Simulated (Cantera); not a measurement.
Input (Python, Cantera) and output of one run.

```python
import numpy as np
import cantera as ct

gas_names = [...]  # 115 gases of nasa_gas.yaml made of C, Ca, H, O
cond_names = """
    C(gr) C6H6(L) C7H8(L) C8H18(L),n-octa Ca(a) Ca(b) Ca(L) CaCO3(caL) CaO(s) CaO(L) CaO2H2(s) H2O(s)
    H2O(L)
""".split()


# ... load() reads the species with a 1 bar reference pressure and builds the phases ...
atoms = {
    'Ca(OH)2': {'Ca': 1, 'O': 2, 'H': 2},
    'H2': {'H': 2},
    'CO2': {'C': 1, 'O': 2},
}
top_T = {'C(gr)': 4500}  # K; cautious upper limits of use, not melting points


# ... equilibrate(T, P, feed) seeds the gas with the atoms and calls Mixture.equilibrate('TP', solver="vcs", rtol=1e-11, max_steps=5000) ...
results = []
feed = {'Ca(OH)2': 1, 'H2': 0.11, 'CO2': 8.9}  # mol
T = 1700  # K
for P in [10, 42, 180, 750, 3200, 13000, 56000, 240000, 1000000]:
    mix = equilibrate(T, P, feed)
    results.append((T, P, feed, dict(zip(mix.species_names, mix.species_moles))))

top = {s: max(r[3][s] / sum(r[3][g] for g in gas_names) for r in results) for s in gas_names}
cols = sorted((s for s in top if top[s] > 0.001), key=lambda s: -top[s])[:9]
seen = [c for c in cond_names if any(r[3].get(c, 0) > 1e-12 for r in results)]
print("log10 of partial pressures in bar; condensed amounts in mol")
print(f"{'P/Pa':>10s}" + "".join(f"{s[:9]:>10s}" for s in cols + seen))
for T, P, feed, n in results:
    ng = sum(n[g] for g in gas_names)
    print(f"{P:10.4g}" + "".join(f"{np.log10(max(n[s] / ng * P / 1e5, 1e-99)):10.3f}" for s in cols)
          + "".join(f"{n.get(c, 0):10.4g}" for c in seen))
```

It prints:

```
log10 of partial pressures in bar; condensed amounts in mol
      P/Pa       CO2       H2O        CO        O2        OH        H2    CaO(s)
        10    -4.082    -4.975    -5.357    -5.776    -6.701    -6.784         1
        42    -3.447    -4.344    -4.909    -5.402    -6.292    -6.339         1
       180    -2.808    -3.707    -4.440    -5.063    -5.889    -5.872         1
       750    -2.184    -3.084    -3.951    -4.793    -5.510    -5.385         1
      3200    -1.552    -2.453    -3.410    -4.612    -5.149    -4.844         1
   1.3e+04    -0.943    -1.843    -2.841    -4.529    -4.824    -4.275         1
   5.6e+04    -0.308    -1.209    -2.221    -4.501    -4.499    -3.655         1
   2.4e+05     0.324    -0.577    -1.593    -4.493    -4.181    -3.027         1
     1e+06     0.944     0.043    -0.974    -4.491    -3.871    -2.408         1
```

Method: chemical equilibrium by Gibbs-energy minimisation in Cantera with the NASA 1993 tables (ideal gas, pure condensed phases).
